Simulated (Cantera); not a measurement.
An isothermal, constant-pressure homogeneous reactor starts with 88.5 % NH3, 11.5 % H2, at 2223 K and 0.133 bar.

Model: the gas-phase N/H chemistry of the illustrative SiF4/NH3 mechanism in the Surface Chemkin manual (1991), integrated in Cantera. Walls and surfaces, which speed up NH3 decomposition in real reactors, are not modelled.

One state of this run: x NH3 = 0.823; x H2 = 0.158; x H = 0.000202; x NH2 = 0.00317; x N2 = 0.0151; x N2H2 = 1.94e-5; x NH = 5.76e-5. x: mole fraction; the columns are a selection and need not sum to one.

Problem. Which value of t (s) does it belong to?
A. 0.00153
B. 0.000177
C. 0.000520
D. 0.00451

Solution. A, 0.00153
